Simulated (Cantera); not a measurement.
An isothermal, constant-pressure homogeneous reactor starts with 0.431 % H2, 21.5 % O2, 77.5 % N2, 0.538 % H2O, at 1223 K and 0.00168 atm.

Cantera simulation using GRI-Mech 3.0 (53 species, 325 reactions); the numbers are that mechanism's predictions, not measurements. Radical loss at walls, strong at low pressure, is not modelled.

One state of this run: x H2 = 6.86e-5; x O2 = 0.212; x NO = 4.68e-9; x O = 0.00314; x N2O = 1.56e-9; x H2O = 0.00916; x HO2 = 5.39e-8. x: mole fraction; the columns are a selection and need not sum to one.

### Question
Which value of t (s) does it belong to?
A. 0.00182
B. 4.00
C. 1.11
D. 3.90e-5

### Answer
C, 1.11
